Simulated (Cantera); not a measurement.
Input: 1 mol SiHCl₃, 0.082 mol HCl, 170 mol N₂, at 1175 K and 0.0110 bar.

Equilibrium computed with Cantera from the NASA thermochemical tables; the gas is ideal and each condensed phase is pure. Candidate condensed phases: NH₄Cl, Si, Si₃N₄; 28 gas species. N₂ is the only nitrogen source here; it is nearly inert below about 1500 K, so the nitride shown seldom forms there in practice. The tables' values for SiCl₃ are old estimates; treat these amounts as uncertain. Kinetics and transport are ignored.

Base state: N₂ 0.991, HCl 0.00605, SiCl₄ 0.00284, SiCl₃ 0.000143, H₂ 0.000133, SiCl₂ 7.03e-5 (mole fractions); condensed: Si₃N₄(s).

**Question.** What changes in the equilibrium state with this change: SiHCl₃ replaced by SiH₄?

**Answer.** 
| species | before | after |
|---|---|---|
| N₂ | 0.991 | 0.988 |
| H₂ | 0.000133 | 0.0117 |
| HCl | 0.00605 | 0.000478 |
| SiCl₂ | 7.03e-5 | 5.02e-9 |
| SiCl₄ | 0.00284 | <1e-9 |
| SiCl₃ | 0.000143 | <1e-9 |
| Si₃N₄(s), mol | 0.159 | 0.333 |

**Question.** What changes in the equilibrium state with this change: SiHCl₃ replaced by Si₂H₆?

**Answer.** 
| species | before | after |
|---|---|---|
| N₂ | 0.991 | 0.982 |
| H₂ | 0.000133 | 0.0175 |
| HCl | 0.00605 | 0.000477 |
| SiCl₂ | 7.03e-5 | 3.35e-9 |
| SiCl₄ | 0.00284 | <1e-9 |
| SiCl₃ | 0.000143 | <1e-9 |
| Si₃N₄(s), mol | 0.159 | 0.667 |
The feed counts by its element totals alone.
